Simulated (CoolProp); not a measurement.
Computed with CoolProp (reference Helmholtz-energy equation of state, Thol 2019).

**Question.** Give the vapour pressure (kPa), liquid density (kg/m³), vapour density (kg/m³), liquid cp (kJ/(kg K)) of saturated n-pentane at 269.9, 371.6 K.

**Answer.** 
| T (K) | p (kPa) | liquid density (kg/m³) | vapour density (kg/m³) | liquid cp (kJ/(kg K)) |
|---|---|---|---|---|
| 269.9 | 21.0 | 649 | 0.686 | 2.20 |
| 371.6 | 573 | 539 | 15.7 | 2.73 |
